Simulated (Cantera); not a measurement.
A freely propagating, adiabatic, planar premixed flame of 32.9 % H2, 13.7 % O2, 53.3 % N2, equivalence ratio 1.2, unburnt at 425 K and 1.30 bar; unity-Lewis-number transport, grid criteria slope 0.08 and curve 0.16, no radiation.

Computed with Cantera and the H2/O2 subset of GRI-Mech 3.0, which has no nitrogen chemistry. Unity Lewis numbers drop preferential diffusion, which matters most where H2 and H carry the flame. Burning velocities carry a grid error of a few per cent, more on coarse grids.

x: mole fraction of selected species; z is measured from the peak of heat release.

```json
[
 {"z (mm)": "-0.718", "T (K)": "425", "u (m/s)": "2.98", "x H2": "0.329", "x O2": "0.137", "x H2O": "1.17e-7", "x H2O2": "<1e-8", "x O": "<1e-8", "x H": "<1e-8"},
 {"z (mm)": "-0.478", "T (K)": "425", "u (m/s)": "2.98", "x H2": "0.329", "x O2": "0.137", "x H2O": "2.98e-6", "x H2O2": "<1e-8", "x O": "<1e-8", "x H": "<1e-8"},
 {"z (mm)": "-0.359", "T (K)": "425", "u (m/s)": "2.98", "x H2": "0.329", "x O2": "0.137", "x H2O": "1.86e-5", "x H2O2": "4.61e-8", "x O": "<1e-8", "x H": "<1e-8"},
 {"z (mm)": "-0.239", "T (K)": "427", "u (m/s)": "3.00", "x H2": "0.329", "x O2": "0.137", "x H2O": "0.000232", "x H2O2": "5.66e-7", "x O": "1.49e-7", "x H": "<1e-8"},
 {"z (mm)": "-0.120", "T (K)": "492", "u (m/s)": "3.44", "x H2": "0.322", "x O2": "0.134", "x H2O": "0.00820", "x H2O2": "1.34e-5", "x O": "1.26e-5", "x H": "1.09e-5"},
 {"z (mm)": "-0.0598", "T (K)": "806", "u (m/s)": "5.52", "x H2": "0.283", "x O2": "0.114", "x H2O": "0.0516", "x H2O2": "1.92e-5", "x O": "0.000366", "x H": "0.00360"},
 {"z (mm)": "0", "T (K)": "1277", "u (m/s)": "8.50", "x H2": "0.176", "x O2": "0.0656", "x H2O": "0.151", "x H2O2": "5.03e-6", "x O": "0.00392", "x H": "0.0371"},
 {"z (mm)": "0.0598", "T (K)": "1570", "u (m/s)": "10.2", "x H2": "0.0925", "x O2": "0.0268", "x H2O": "0.225", "x H2O2": "2.77e-6", "x O": "0.00792", "x H": "0.0644"},
 {"z (mm)": "0.120", "T (K)": "1720", "u (m/s)": "11.1", "x H2": "0.0744", "x O2": "0.0156", "x H2O": "0.248", "x H2O2": "1.73e-6", "x O": "0.00835", "x H": "0.0613"},
 {"z (mm)": "0.239", "T (K)": "1877", "u (m/s)": "11.9", "x H2": "0.0721", "x O2": "[?]", "x H2O": "0.260", "x H2O2": "[?]", "x O": "[?]", "x H": "[?]"},
 {"z (mm)": "0.478", "T (K)": "2034", "u (m/s)": "12.8", "x H2": "0.0714", "x O2": "[?]", "x H2O": "0.273", "x H2O2": "[?]", "x O": "[?]", "x H": "[?]"},
 {"z (mm)": "0.957", "T (K)": "2171", "u (m/s)": "13.5", "x H2": "0.0694", "x O2": "0.00494", "x H2O": "0.285", "x H2O2": "2.78e-7", "x O": "0.00277", "x H": "0.0223"},
 {"z (mm)": "1.91", "T (K)": "2277", "u (m/s)": "14.0", "x H2": "0.0671", "x O2": "0.00278", "x H2O": "0.296", "x H2O2": "1.76e-7", "x O": "0.00146", "x H": "0.0144"}
]
```

Q: Fill in the missing entries.

A: 
- 0.239, x O2: 0.0111
- 0.239, x H2O2: 9.14e-7
- 0.239, x O: 0.00681
- 0.239, x H: 0.0476
- 0.478, x O2: 0.00781
- 0.478, x H2O2: 4.78e-7
- 0.478, x O: 0.00466
- 0.478, x H: 0.0335
